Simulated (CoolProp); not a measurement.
Vapour-liquid equilibrium of 1-butene (1) + n-butane (2) at 1.57 MPa; x and y are mole fractions of (1).

Computed with CoolProp (multi-fluid Helmholtz-energy mixture model, Lemmon 2005 and Bücker 2006; pair parameters Bell 2016).

```tsv
x	bubble temperature, mixture model (°C)	bubble temperature, Raoult's law (°C)	y, mixture model	y, Raoult's law
0.05	101.0	101.0	0.056	0.058
0.2	99.6	99.7	0.219	0.226
0.35	[?]	98.5	[?]	0.387
0.5	96.9	97.2	[?]	0.540
0.65	[?]	96.0	0.674	0.685
0.8	[?]	94.9	[?]	0.824
0.95	93.6	93.7	0.954	0.957
```

Question: Some entries are withheld; supply them.

Answer: 
- 0.35, bubble temperature, mixture model (°C): 98.3
- 0.35, y, mixture model: 0.377
- 0.5, y, mixture model: 0.528
- 0.65, bubble temperature, mixture model (°C): 95.7
- 0.8, bubble temperature, mixture model (°C): 94.6
- 0.8, y, mixture model: 0.815

The largest gap from Raoult's law is -0.3 K in bubble temperature, at x = 0.65. No azeotrope shows between x = 0.05 and 0.95.

Pair parameters are fitted to limited data, so mixtures are less certain than the pure fluids.
